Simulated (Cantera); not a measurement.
A Cantera script and its output.

```python
import numpy as np
import cantera as ct

gas = ct.Solution("gri30.yaml")


def delay(T, t_max=10):
    gas.TPX = T, 101325, {'CH4': 1, 'O2': 3.85, 'N2': 14.5}
    reactor = ct.IdealGasConstPressureReactor(gas, clone=False)
    net = ct.ReactorNet([reactor])
    net.rtol, net.atol = 1e-8, 1e-16
    while net.time < t_max:
        t_old, T_old = net.time, reactor.T
        net.step()
        if reactor.T > T + 400:  # ignition: a rise of 400 K
            return t_old + (T + 400 - T_old) / (reactor.T - T_old) * (net.time - t_old)
    return np.nan


taus = []
for T in [1198, 1298, 1398, 1498, 1598, 1698, 1798, 1898, 1998]:
    taus.append(delay(T))
    print(f"T0 = {T:6g} K   tau = {taus[-1]:.4e} s")
```

It prints:

```
T0 =   1198 K   tau = 3.3096e-02 s
T0 =   1298 K   tau = 8.5484e-03 s
T0 =   1398 K   tau = 2.6075e-03 s
T0 =   1498 K   tau = 9.4908e-04 s
T0 =   1598 K   tau = 4.0862e-04 s
T0 =   1698 K   tau = 2.0100e-04 s
T0 =   1798 K   tau = 1.0918e-04 s
T0 =   1898 K   tau = 6.4015e-05 s
T0 =   1998 K   tau = 3.9897e-05 s
```

Cantera simulation using GRI-Mech 3.0 (53 species, 325 reactions); the numbers are that mechanism's predictions, not measurements.
